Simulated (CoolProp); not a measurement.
Model: reference Helmholtz-energy equation of state, Lemmon 2006, in CoolProp. It is a short technical equation, of lower accuracy than the large ones.

**Question.** Give the vapour pressure (MPa), liquid density (kg/m³), enthalpy of vaporisation (kJ/kg), liquid cp (kJ/(kg K)) of saturated carbonyl sulfide at 21.45 °C.

**Answer.** 
```tsv
T (°C)	p (MPa)	liquid density (kg/m³)	enthalpy of vaporisation (kJ/kg)	liquid cp (kJ/(kg K))
21.45	1.17	1000	249	1.35
```
